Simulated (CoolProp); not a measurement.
Values from CoolProp's reference Helmholtz-energy equation of state, Zhou 2011.

Task: Give the vapour pressure (kPa), vapour density (kg/m³), enthalpy of vaporisation (kJ/kg) of saturated dimethyl carbonate at 150.15, 189.85 °C.

Result: 
```csv
T (°C),p (kPa),vapour density (kg/m³),enthalpy of vaporisation (kJ/kg)
150.15,502,14.2,330
189.85,1120,31.5,292
```
